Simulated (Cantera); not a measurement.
A perfectly stirred reactor is fed with C₂H₄ : O₂ : N₂ : CO₂ = 1 : 7.5 : 39.8 : 2.5 (molar parts), equivalence ratio 0.40, at 970000 Pa; it is adiabatic with a 500 K inlet, and is followed from long to short residence time, starting on the burning branch (τ in s: 0.29, 0.11, 0.039, 0.014, 0.0052, 0.0019, 0.00069, 0.00025, 9.3e-05, 3.4e-05, 1.2e-05).

Model: GRI-Mech 3.0 (53 species, 325 reactions), integrated in Cantera. GRI-Mech 3.0 was tuned for natural gas; its chemistry of ethylene as a main component is partial and can be far from experiment.

x: mole fraction; the columns are a selection and need not sum to one.

| τ (s) | T (K) | x C₂H₄ | x O₂ | x CO₂ | x C₂H | x NO | x O | x H₂ |
|---|---|---|---|---|---|---|---|---|
| 0.29 | 1248 | 6.80e-5 | 0.0894 | 0.0870 | 1.08e-12 | [?] | 4.96e-7 | 6.00e-6 |
| 0.11 | 1234 | 0.000137 | 0.0904 | 0.0854 | 1.70e-12 | [?] | 7.75e-7 | 1.49e-5 |
| 0.039 | 1196 | 0.000364 | 0.0928 | 0.0812 | 3.07e-12 | [?] | 8.82e-7 | 4.53e-5 |
| 0.014 | 500 | 0.0197 | 0.148 | 0.0492 | <1e-12 | <1e-12 | <1e-12 | <1e-12 |
| 0.0052 | 500 | 0.0197 | 0.148 | 0.0492 | <1e-12 | <1e-12 | <1e-12 | <1e-12 |
| 0.0019 | 500 | 0.0197 | 0.148 | 0.0492 | <1e-12 | <1e-12 | <1e-12 | <1e-12 |
| 0.00069 | 500 | 0.0197 | 0.148 | 0.0492 | <1e-12 | <1e-12 | <1e-12 | <1e-12 |
| 0.00025 | 500 | 0.0197 | 0.148 | 0.0492 | <1e-12 | <1e-12 | <1e-12 | <1e-12 |
| 9.3e-5 | 500 | 0.0197 | 0.148 | 0.0492 | <1e-12 | <1e-12 | <1e-12 | <1e-12 |
| 3.4e-5 | 500 | 0.0197 | 0.148 | 0.0492 | <1e-12 | <1e-12 | <1e-12 | <1e-12 |
| 1.2e-5 | 500 | 0.0197 | 0.148 | 0.0492 | <1e-12 | <1e-12 | <1e-12 | <1e-12 |

### Question
Some entries are withheld; supply them.

### Answer

- 0.29, x NO: 2.99e-8
- 0.11, x NO: 1.58e-8
- 0.039, x NO: 2.56e-9
